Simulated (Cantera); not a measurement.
Reactions in the system Na-O-S

Standard-state values (1 bar) from the NASA 1993 polynomials, evaluated with Cantera. Values are per mole of reaction as written; species without (g) are pure solids or liquids, kept so even where they would boil at 1 bar.

Na2SO4 → SO2(g) + 2 Na + O2(g)

```json
[
 {"T (K)": "450", "ΔH° (kJ)": "1095.1", "ΔS° (J/K)": "417.5", "ΔG° (kJ)": "907.2", "log10 K": "-105.30"},
 {"T (K)": "500", "ΔH° (kJ)": "1094.0", "ΔS° (J/K)": "415.2", "ΔG° (kJ)": "886.4", "log10 K": "-92.60"},
 {"T (K)": "550", "ΔH° (kJ)": "1081.6", "ΔS° (J/K)": "391.2", "ΔG° (kJ)": "866.4", "log10 K": "-82.29"},
 {"T (K)": "600", "ΔH° (kJ)": "1079.9", "ΔS° (J/K)": "388.3", "ΔG° (kJ)": "847.0", "log10 K": "-73.73"},
 {"T (K)": "650", "ΔH° (kJ)": "1078.2", "ΔS° (J/K)": "385.5", "ΔG° (kJ)": "827.6", "log10 K": "-66.51"},
 {"T (K)": "700", "ΔH° (kJ)": "1076.3", "ΔS° (J/K)": "382.7", "ΔG° (kJ)": "808.4", "log10 K": "-60.32"},
 {"T (K)": "750", "ΔH° (kJ)": "1074.3", "ΔS° (J/K)": "380.0", "ΔG° (kJ)": "789.3", "log10 K": "-54.97"}
]
```
